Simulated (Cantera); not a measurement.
Charge: 1 mol K2SO4, 1.9 mol CO2, 9.8 mol O2, equilibrated at 2.30 bar.

Cantera equilibrium calculation (NASA polynomials, part measured and part estimated; ideal gas, pure solids and liquids). Candidate condensed phases: C, K, KO2, K2CO3, K2O, K2O2, K2S, K2SO4, S; 26 gas species. Kinetics and transport are ignored.

Question: What share of the K ends up in condensed phases as a function of T (°C), at 1102, 1152, 1202, 1252, 1302, 1352, 1402, 1452, 1502, 1552, 1602, 1652, 1702, 1752?

Answer: 
| T (°C) | K condensed (%) | as |
|---|---|---|
| 1102 | 100.0 | K2SO4(l) |
| 1152 | 100.0 | K2SO4(l) |
| 1202 | 99.9 | K2SO4(l) |
| 1252 | 99.9 | K2SO4(l) |
| 1302 | 99.8 | K2SO4(l) |
| 1352 | 99.7 | K2SO4(l) |
| 1402 | 99.4 | K2SO4(l) |
| 1452 | 99.0 | K2SO4(l) |
| 1502 | 98.4 | K2SO4(l) |
| 1552 | 97.5 | K2SO4(l) |
| 1602 | 96.2 | K2SO4(l) |
| 1652 | 94.2 | K2SO4(l) |
| 1702 | 91.4 | K2SO4(l) |
| 1752 | 87.3 | K2SO4(l) |
